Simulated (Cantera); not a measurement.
## Premixed flame

A freely propagating, adiabatic, planar premixed flame of CH4 : CO : O2 : N2 : H2O = 1 : 1.2 : 2.99 : 9.26 : 1.6 (molar parts), equivalence ratio 0.87, unburnt at 475 K and 4.00 bar; multicomponent transport, grid criteria slope 0.08 and curve 0.16, no radiation.

Detailed kinetics in Cantera: GRI-Mech 3.0 (53 species, 325 reactions). Burning velocities carry a grid error of a few per cent, more on coarse grids.

| z (mm) | T (K) | u (m/s) | x CH4 | x CO | x O2 | x H2 | x NO | x H2O |
|---|---|---|---|---|---|---|---|---|
| -0.418 | 475 | 0.528 | 0.0623 | 0.0747 | 0.186 | 0.000405 | <1e-8 | 0.0997 |
| -0.279 | 477 | 0.531 | 0.0621 | 0.0747 | 0.186 | 0.00111 | <1e-8 | 0.0998 |
| -0.209 | 486 | 0.541 | 0.0618 | 0.0746 | 0.185 | 0.00201 | <1e-8 | 0.101 |
| -0.139 | 546 | 0.609 | 0.0592 | 0.0742 | 0.181 | 0.00386 | 4.08e-8 | 0.106 |
| -0.0697 | 915 | 1.03 | 0.0432 | 0.0729 | 0.154 | 0.00692 | 8.46e-7 | 0.138 |
| -0.0348 | 1316 | 1.48 | 0.0239 | 0.0713 | 0.119 | 0.00856 | 2.70e-6 | 0.171 |
| 0 | 1723 | 1.92 | 0.00485 | 0.0637 | 0.0756 | 0.00881 | 5.60e-6 | 0.203 |
| 0.0348 | 1921 | 2.12 | 0.000190 | 0.0439 | 0.0507 | 0.00689 | 9.23e-6 | 0.213 |
| 0.0697 | 2016 | 2.20 | 3.72e-6 | 0.0290 | 0.0416 | 0.00594 | 1.23e-5 | 0.215 |
| 0.139 | 2119 | 2.30 | <1e-8 | 0.0172 | 0.0349 | 0.00472 | 1.72e-5 | 0.219 |
| 0.279 | 2203 | 2.38 | <1e-8 | 0.0104 | 0.0305 | 0.00303 | 2.44e-5 | 0.224 |
| 0.557 | 2253 | 2.42 | <1e-8 | 0.00627 | 0.0280 | 0.00183 | 3.47e-5 | 0.228 |
| 1.11 | 2272 | 2.44 | <1e-8 | 0.00454 | 0.0270 | 0.00136 | 5.08e-5 | 0.229 |
x: mole fraction of selected species; z is measured from the peak of heat release.

```json
{
 "laminar_burning_velocity": "52.7 cm/s",
 "thermal_thickness": "0.139 mm",
 "peak x(H2)": "0.00908",
 "grid_points": "146"
}
```
